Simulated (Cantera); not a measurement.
Input (Python, Cantera) and output of one run.

```python
import numpy as np
import cantera as ct

gas_names = """
    F F2 N NF NF2 NF3 N2 Si SiF SiF2 SiF3 SiF4 SiN Si2 Si2N Si3
""".split()
cond_names = """
    Si(cr) Si(L) Si3N4(a)
""".split()


# ... load() reads the species with a 1 bar reference pressure and builds the phases ...
atoms = {
    'Si': {'Si': 1},
    'F2': {'F': 2},
    'N2': {'N': 2},
    'NF3': {'N': 1, 'F': 3},
}
top_T = {'Si3N4(a)': 2400}  # K; cautious upper limits of use, not melting points


# ... equilibrate(T, P, feed) seeds the gas with the atoms and calls Mixture.equilibrate('TP', solver="vcs", rtol=1e-11, max_steps=5000) ...
results = []
feed = {'Si': 1, 'F2': 0.6, 'N2': 2, 'NF3': 2.9}  # mol
T = 1698.15  # K
P = 44000  # Pa
mix = equilibrate(T, P, feed)
results.append((T, P, feed, dict(zip(mix.species_names, mix.species_moles))))
print(gas.report(threshold=0.0001))
for i in range(1, mix.n_phases):
    print(f"{mix.phase(i).name:16s} {mix.phase_moles(i):12.5e} mol")
```

Result:

```
       temperature   1698.2 K
          pressure   44000 Pa
           density   0.094559 kg/m^3
  mean mol. weight   30.343 kg/kmol
   phase of matter   gas

                          1 kg             1 kmol
                     ---------------   ---------------
          enthalpy       -2.1781e+06       -6.6089e+07  J
   internal energy       -2.6434e+06       -8.0208e+07  J
           entropy            8318.1         2.524e+05  J/K
    Gibbs function       -1.6303e+07       -4.9469e+08  J
 heat capacity c_p            1123.7             34098  J/K
 heat capacity c_v            849.73             25783  J/K

                      mass frac. Y      mole frac. X     chem. pot. / RT
                     ---------------   ---------------   ---------------
                 F           0.35339           0.56441           -17.281
                F2         0.0049331         0.0039394           -34.563
                N2           0.30896           0.33465           -28.318
              SiF4           0.33271          0.096999           -161.55
     [  +12 minor]         7.338e-07        4.1682e-07

Si(L)             0.00000e+00 mol
Si3N4(a)          0.00000e+00 mol
```

Cantera equilibrium calculation (NASA polynomials, part measured and part estimated; ideal gas, pure solids and liquids).
